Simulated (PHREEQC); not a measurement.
Dissolve 0.11 mol/kgw MgSO4 at 20 °C. Closed to the air; pH follows from the charge balance.

The numbers come from PHREEQC with the ion-association model, phreeqc.dat.

```
Item                         Result
--------------------  -------------
ionic strength        0.217 mol/kgw
specific conductance     7890 µS/cm
density                 1.011 g/cm³
```

```csv
species,molality,activity,log γ
MgSO4,0.0558,0.0587,0.022
Mg+2,0.0541,0.0184,-0.469
SO4-2,0.0541,0.0155,-0.543
MgOH+,3.80e-7,2.90e-7,-0.118
HSO4-,2.64e-7,1.97e-7,-0.128
H+,1.83e-7,1.45e-7,-0.099
OH-,6.69e-8,4.70e-8,-0.153
```

No solid was allowed to form.
